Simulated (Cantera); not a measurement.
# Premixed flame

A freely propagating, adiabatic, planar premixed flame of H2 : O2 : N2 = 1 : 0.172 : 0.569 (molar parts), unburnt at 650 K and 150 Torr; mixture-averaged transport, grid criteria slope 0.08 and curve 0.16, no radiation.

Computed with Cantera and the H2/O2 subset of GRI-Mech 3.0, which has no nitrogen chemistry. Burning velocities carry a grid error of a few per cent, more on coarse grids.

```
z (mm)  T (K)  u (m/s)   x H2      x O2     x H2O   x H2O2       x O      x OH
------  -----  -------  -----  --------  --------  -------  --------  --------
-11.9     650     8.26  0.574    0.0988     <1e-8    <1e-8     <1e-8     <1e-8
-7.94     650     8.26  0.574    0.0988     <1e-8    <1e-8     <1e-8     <1e-8
-5.96     650     8.26  0.574    0.0988     <1e-8    <1e-8     <1e-8     <1e-8
-3.97     650     8.26  0.574    0.0988   1.89e-7    <1e-8   1.01e-8     <1e-8
-1.99     664     8.43  0.572    0.0985  0.000937  3.30e-7   1.25e-5   2.37e-5
-0.993    789     9.87  0.546    0.0944    0.0133  2.35e-7  0.000265  0.000189
0        1120     13.7  0.421    0.0505     0.105  1.61e-7   0.00266   0.00129
0.993    1330     16.2  0.339   0.00469     0.195  5.70e-8   0.00102   0.00138
1.99     1409     17.1  0.337  0.000415     0.204  4.44e-8  0.000476   0.00144
3.97     1502     18.1  0.346  0.000123     0.206  4.54e-8  0.000437   0.00173
7.94     1609     19.3  0.357  0.000105     0.208  3.97e-8  0.000396   0.00200
15.9     1722     20.4  0.369   8.01e-5     0.209  2.79e-8  0.000315   0.00213
31.8     1831     21.5  0.381   5.30e-5     0.212  1.63e-8  0.000216   0.00205
```
x: mole fraction of selected species; z is measured from the peak of heat release.

```
Property                    Result
------------------------  --------
laminar burning velocity  826 cm/s
thermal thickness          3.97 mm
peak x(H2O2)               3.90e-7
peak x(O)                  0.00277
peak x(OH)                 0.00213
grid points                    143
```
